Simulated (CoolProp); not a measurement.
Vapour-liquid equilibrium of CHF3 (R23) (1) + R113 (2) at -20.15 °C; x and y are mole fractions of (1).

Computed with CoolProp (multi-fluid Helmholtz-energy mixture model, Penoncello 2003 and Marx 1992; pair parameters Bell 2016).

```csv
x,"bubble pressure, mixture model (MPa)","bubble pressure, Raoult's law (MPa)","y, mixture model","y, Raoult's law"
0.05,0.1327,0.07433,0.961,0.934
0.2,0.5398,0.2819,0.990,0.985
0.35,0.8540,0.4894,0.993,0.993
0.5,1.017,0.6970,0.994,0.996
0.65,1.087,0.9045,0.995,0.998
0.8,1.158,1.112,0.996,0.999
0.95,1.308,1.320,0.998,1.000
```

The largest gap from Raoult's law is +91.5 % in bubble pressure, at x = 0.2. No azeotrope shows between x = 0.05 and 0.95.

Pair parameters are fitted to limited data, so mixtures are less certain than the pure fluids. The gap from Raoult's law changes sign with composition, which may be real or a fault of the pair parameters; it wasn't checked against measurements. With so large a gap from Raoult's law the liquid may split in two, which this calculation doesn't test in full.
